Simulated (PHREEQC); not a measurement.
Phosphoric acid bath (model solution)

Solution (20 °C): 0.015 mol H3PO4 and 0.0032 mol H2SO4 per kg of water. Closed to the air; pH follows from the charge balance.

All values are PHREEQC results (ion-association model, phreeqc.dat), not measurements.

This is a speciation only: nothing precipitates in the calculation.

### Question
Predict the pH, ionic strength, specific conductance.

### Answer
pH 1.98; ionic strength 0.0136 mol/kgw; specific conductance 3800 µS/cm.

### Question
In which forms is P present?

### Answer
H3PO4 57 %, H2PO4- 43 % of the P.
